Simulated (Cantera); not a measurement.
Reactions in the system N-O-V

Cantera with NASA thermochemical tables; ideal gases at 1 bar, condensed phases pure. Values are per mole of reaction as written; species without (g) are pure solids or liquids, kept so even where they would boil at 1 bar. VN: taken at fixed stoichiometry.

N₂(g) + 2 V₂O₄ = 2 V₂O₃ + 2 NO(g)

```csv
T (K),ΔH° (kJ),ΔS° (J/K),ΔG° (kJ),log10 K,condensed phases
300,599.4,219.2,533.6,-92.90,"V₂O₄(s), V₂O₃(s)"
1000,575.6,158.2,417.4,-21.80,"V₂O₄(s), V₂O₃(s)"
1150,574.2,156.9,393.8,-17.89,"V₂O₄(s), V₂O₃(s)"
1300,573.2,156.1,370.3,-14.88,"V₂O₄(s), V₂O₃(s)"
1450,572.7,155.7,347.0,-12.50,"V₂O₄(s), V₂O₃(s)"
1600,572.8,155.8,323.6,-10.56,"V₂O₄(s), V₂O₃(s)"
1750,573.5,156.2,300.2,-8.96,"V₂O₄(s), V₂O₃(s)"
1900,345.0,30.5,287.1,-7.89,"V₂O₄(l), V₂O₃(s)"
2050,337.2,26.5,282.8,-7.21,"V₂O₄(l), V₂O₃(s)"
2200,330.9,23.5,279.1,-6.63,"V₂O₄(l), V₂O₃(s)"
```

N(g) + VO₂(g) = VN + O₂(g)

| T (K) | ΔH° (kJ) | ΔS° (J/K) | ΔG° (kJ) | log10 K |
|---|---|---|---|---|
| 300 | -457.2 | -176.1 | -404.4 | 70.40 |
| 1000 | -451.7 | -167.7 | -284.0 | 14.83 |
| 1150 | -449.8 | -165.9 | -259.0 | 11.76 |
| 1300 | -447.6 | -164.1 | -234.2 | 9.41 |
| 1450 | -445.1 | -162.3 | -209.7 | 7.56 |
| 1600 | -442.4 | -160.5 | -185.5 | 6.06 |
| 1750 | -439.4 | -158.8 | -161.6 | 4.82 |
| 1900 | -436.2 | -157.0 | -137.9 | 3.79 |
| 2050 | -432.7 | -155.3 | -114.5 | 2.92 |
| 2200 | -429.0 | -153.5 | -91.3 | 2.17 |
